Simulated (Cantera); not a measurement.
An isothermal, constant-pressure homogeneous reactor starts with C₂H₆ : N₂ : H₂O = 1 : 9.1 : 0.031 (molar parts), at 1500 K and 6.53 Torr.

Computed with Cantera and GRI-Mech 3.0 (53 species, 325 reactions). GRI-Mech 3.0 stops at C3 and has no aromatics, soot or wall deposition, so with more carbon than oxygen in the feed, carbon stays in small species such as C2H2 where larger ones or solid carbon would form. Radical loss at walls, strong at low pressure, is not modelled.

x: mole fraction; the columns are a selection and need not sum to one.

```csv
t (s),x C₂H₆,x C₂H₄,x CH₃,x CH₂,x H,x HCN
1.00e-5,0.0987,7.04e-9,8.55e-5,4.07e-11,2.68e-8,<1e-12
7.50e-5,0.0983,2.36e-6,0.000631,1.71e-8,1.09e-6,<1e-12
0.000562,0.0946,___,___,___,___,___
0.00422,0.0369,0.0369,0.0112,1.33e-5,0.000371,3.26e-7
0.0316,0.000155,0.0238,0.00100,8.93e-7,0.000149,7.70e-7
0.237,7.06e-6,0.00500,0.000205,4.95e-8,3.68e-5,7.73e-7
1.78,4.12e-6,0.000192,0.000156,3.17e-8,3.22e-5,7.77e-7
13.3,1.81e-6,9.25e-5,0.000107,2.51e-8,4.11e-5,8.35e-7
100,___,___,___,___,___,___
```

Task: Fill in the missing entries.

Result: 
- 0.000562, x C₂H₄: 0.000937
- 0.000562, x CH₃: 0.00406
- 0.000562, x CH₂: 2.49e-6
- 0.000562, x H: 6.72e-5
- 0.000562, x HCN: 2.75e-9
- 100, x C₂H₆: 8.59e-8
- 100, x C₂H₄: 3.47e-5
- 100, x CH₃: 2.62e-5
- 100, x CH₂: 9.37e-9
- 100, x H: 6.99e-5
- 100, x HCN: 1.18e-6
